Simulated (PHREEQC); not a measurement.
Dissolve 2.5 mmol/kgw LiBr at 65 °C. Closed to the air; pH follows from the charge balance.

The numbers come from PHREEQC with the ion-association model, phreeqc.dat.

Each row changes one thing in this solution. This is a speciation only: nothing precipitates in the calculation.

```
case                                            pH  ionic strength (mol/kgw)
--------------------------------------------  ----  ------------------------
as made                                       6.45                   0.00250
LiBr from 0.0025 to 0.0125 mol/kgw            6.45                    0.0125
0.00017 mol/kgw CO2 added                     5.04                   0.00251
LiBr replaced by Li2SO4 at the same molality  6.53                   0.00743
LiBr from 0.0025 to 0.0005 mol/kgw            6.45                  0.000500
9.1e-05 mol/kgw LiCl added                    6.45                   0.00259
LiBr from 0.0025 to 0.00375 mol/kgw           6.45                   0.00375
0.001 mol/kgw NH3 added                       9.00                   0.00264
LiBr replaced by ZnBr2 at the same molality   5.28                   0.00749
```

Complexes and solids missing from the database can't appear. Away from 25 °C the constants follow the database's enthalpies or fits; those with neither stay at their 25 °C values.
